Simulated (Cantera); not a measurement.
Feed: 1 mol SiCl4, 1.4 mol Cl2, 0.44 mol H2, 0.0062 mol H2O, at 16.0 bar.

Equilibrium computed with Cantera from the NASA thermochemical tables; the gas is ideal and each condensed phase is pure. Candidate condensed phases: H2O, Si, SiO2; 30 gas species. The tables hold silica as quartz up to 1696 K and as liquid above; real silica turns to tridymite and cristobalite and melts near 1996 K. The numbers say what is thermodynamically allowed, not how fast it happens.

Q: Which condensed phases are stable at each of these points (T (K)): 700, 775, 850, 925, 1000, 1075, 1150, 1225, 1300, 1375, 1450, 1525?

A: 
```json
[
 {"T (K)": "700", "condensed phases": "SiO2(α-quartz)", "Si condensed (%)": "0.3"},
 {"T (K)": "775", "condensed phases": "SiO2(α-quartz)", "Si condensed (%)": "0.3"},
 {"T (K)": "850", "condensed phases": "SiO2(β-quartz)", "Si condensed (%)": "0.3"},
 {"T (K)": "925", "condensed phases": "SiO2(β-quartz)", "Si condensed (%)": "0.3"},
 {"T (K)": "1000", "condensed phases": "SiO2(β-quartz)", "Si condensed (%)": "0.3"},
 {"T (K)": "1075", "condensed phases": "SiO2(β-quartz)", "Si condensed (%)": "0.3"},
 {"T (K)": "1150", "condensed phases": "SiO2(β-quartz)", "Si condensed (%)": "0.3"},
 {"T (K)": "1225", "condensed phases": "SiO2(β-quartz)", "Si condensed (%)": "0.3"},
 {"T (K)": "1300", "condensed phases": "SiO2(β-quartz)", "Si condensed (%)": "0.3"},
 {"T (K)": "1375", "condensed phases": "SiO2(β-quartz)", "Si condensed (%)": "0.3"},
 {"T (K)": "1450", "condensed phases": "SiO2(β-quartz)", "Si condensed (%)": "0.3"},
 {"T (K)": "1525", "condensed phases": "SiO2(β-quartz)", "Si condensed (%)": "0.3"}
]
```

From 700 K to 775 K the condensed part is SiO2(α-quartz). From 850 K to 1525 K the condensed part is SiO2(β-quartz).
